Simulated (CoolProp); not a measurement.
n-dodecane along the isotherm 553.7 K: fugacity coefficient from the reference equation and from simpler models built on Tc = 658.1 K, pc = 1818 kPa, ω = 0.574; each cubic takes its own stable root.

Computed with CoolProp (reference Helmholtz-energy equation of state, Lemmon 2004). It is a short technical equation, of lower accuracy than the large ones.

```csv
p (kPa),phase,reference
14.4,gas,0.9939
21.7,gas,0.9908
32.7,gas,0.9862
49.3,gas,0.9791
74.4,gas,0.9686
112,gas,0.9528
169,gas,0.9291
256,gas,0.8931
582,liquid,0.5567
877,liquid,0.3771
1320,liquid,0.2584
2000,liquid,0.1788
3010,liquid,0.1273
4540,liquid,0.09367
```

Problem. How far does each simpler model (van der Waals, Peng-Robinson) lie from the reference over these 14 states: mean and median of the absolute difference, and the worst?

Solution. 
- van der Waals: mean 49.8 %, median 4.0 %, worst +153.1 % at 553.7 K and 4540 kPa
- Peng-Robinson: mean 2.0 %, median 1.1 %, worst +5.4 % at 553.7 K and 4540 kPa

At some of these states van der Waals gives the other phase, because its saturation line lies elsewhere.
